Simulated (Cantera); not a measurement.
Input: 1 mol C2H2, 0.11 mol H2O, 0.43 mol N2, 62 mol H2, at 1.33 mbar.

Cantera equilibrium calculation (NASA polynomials, part measured and part estimated; ideal gas, pure solids and liquids). Candidate condensed phases: C, C6H6, C7H8, C8H18, H2O; 136 gas species. Kinetics and transport are ignored.

log p: log10 of the partial pressure in bar; n: condensed amount in mol.

```csv
T (K),log p H2,log p H,log p N2,log p C,log p C2H2 (acetylene),n C(graphite)
1000,-2.88,-10.08,-5.05,<-14,-11.82,1.88
1150,-2.88,-8.57,-5.05,<-14,-10.29,1.89
1300,-2.88,-7.40,-5.05,<-14,-9.12,1.89
1450,-2.88,-6.46,-5.05,<-14,-8.19,1.89
1600,-2.88,-5.70,-5.05,<-14,-7.44,1.88
1750,-2.88,-5.07,-5.06,-13.19,-6.82,1.85
1900,-2.89,-4.54,-5.08,-11.50,-6.31,1.79
2050,-2.91,-4.10,-5.11,-10.06,-5.88,1.67
2200,-2.95,-3.72,-5.16,-8.82,-5.54,…
2350,-3.03,-3.42,-5.24,-7.73,-5.29,…
2500,-3.18,-3.19,-5.34,-6.78,-5.14,…
2650,-3.41,-3.03,-5.42,-6.02,-5.29,0
2800,-3.72,-2.95,-5.43,-5.50,-5.85,0
2950,-4.08,-2.91,-5.43,-5.13,-6.59,0
```

Some entries are withheld; supply them.


- 2200, n C(graphite): 1.44
- 2350, n C(graphite): 1.07
- 2500, n C(graphite): 0.509
